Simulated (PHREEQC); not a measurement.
Dissolve 0.16 mol/kgw NaHSO4, 0.014 mol/kgw K2HPO4 and 0.27 mol/kgw KCl at 20 °C. Closed to the air; pH follows from the charge balance.

All values are PHREEQC results (ion-association model, phreeqc.dat), not measurements.

Each row changes one thing in this solution. No solid was allowed to form.

```csv
case,pH,ionic strength (mol/kgw),K+ (mol/kgw),H2PO4- (mol/kgw),HPO4-2 (mol/kgw),KHPO4- (mol/kgw)
as made,1.31,0.554,0.278,0.00273,1.10e-8,1.16e-9
diluted 5-fold with water,1.85,0.124,0.0573,0.00113,1.06e-8,4.06e-10
KCl from 0.27 to 0.243 mol/kgw,1.31,0.527,0.252,0.00274,1.10e-8,1.07e-9
NaHSO4 from 0.16 to 0.032 mol/kgw,2.16,0.349,0.290,0.00861,2.19e-7,2.87e-8
K2HPO4 from 0.014 to 0.14 mol/kgw,2.81,0.744,0.500,0.125,1.75e-5,2.97e-6
KCl left out,1.38,0.291,0.0255,0.00284,1.13e-8,1.39e-10
temperature from 20 to 45 °C,1.39,0.529,0.275,0.00253,1.45e-8,1.45e-9
diluted 2-fold with water,1.55,0.290,0.141,0.00191,1.12e-8,7.64e-10
NaHSO4 left out,9.09,0.309,0.296,5.84e-5,0.0122,0.00171
```

The ionic strength passes 0.7 mol/kgw, the rough limit of the ion-association models, in K2HPO4 from 0.014 to 0.14 mol/kgw. At this temperature some constants are extrapolated from 25 °C, and those without enthalpy data are left unchanged.
